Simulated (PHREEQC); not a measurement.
Synthetic water in mg/L, 25 °C, pH 6.54, pe -0.8:

```
constituent             mg/L
------------------  --------
Na                     0.823
K                   0.000454
Ca                      2.15
Mg                    0.0926
Cl                       2.1
S(6) as SO4             1.36
Alkalinity as HCO3      3.81
Mn(2)                0.00111
Si as SiO2            0.0379
Ba                      0.17
Sr                    0.0992
Fe(2)                 0.0213
Zn                   0.00101
```

Valence states are taken as typed.

Model: ion-association model, phreeqc.dat, run in PHREEQC.

Each row changes one thing in this solution. Precipitation was switched off in this run.

| case | HCO3- (mol/kgw) | CO2 (mol/kgw) | CaSO4 (mol/kgw) | CaHCO3+ (mol/kgw) | MgSO4 (mol/kgw) | CO3-2 (mol/kgw) | SI of Quartz (SiO2) |
|---|---|---|---|---|---|---|---|
| as made | 6.26e-5 | 3.99e-5 | 1.16e-7 | 3.99e-8 | 1.09e-8 | 1.07e-8 | -2.22 |
| pH from 6.54 to 7.04 at the same alkalinity | 6.23e-5 | 1.26e-5 | 1.16e-7 | … | 1.09e-8 | 3.37e-8 | -2.22 |
| pH from 6.54 to 6.84 at the same alkalinity | 6.24e-5 | … | 1.16e-7 | 3.98e-8 | 1.09e-8 | … | -2.22 |
| all concentrations times 2 at the same typed pH | 0.000125 | 7.91e-5 | 4.35e-7 | 1.54e-7 | 4.06e-8 | 2.18e-8 | -1.92 |
| temperature from 25 to 35 °C at the same typed pH | 6.26e-5 | … | 1.24e-7 | 4.50e-8 | 1.39e-8 | 1.28e-8 | -2.36 |

**Question.** Complete the blanks.

**Answer.** 
- pH from 6.54 to 7.04 at the same alkalinity, CaHCO3+ (mol/kgw): 3.97e-8
- pH from 6.54 to 6.84 at the same alkalinity, CO2 (mol/kgw): 1.99e-5
- pH from 6.54 to 6.84 at the same alkalinity, CO3-2 (mol/kgw): 2.13e-8
- temperature from 25 to 35 °C at the same typed pH, CO2 (mol/kgw): 3.62e-5

Species that the database lacks are ignored.
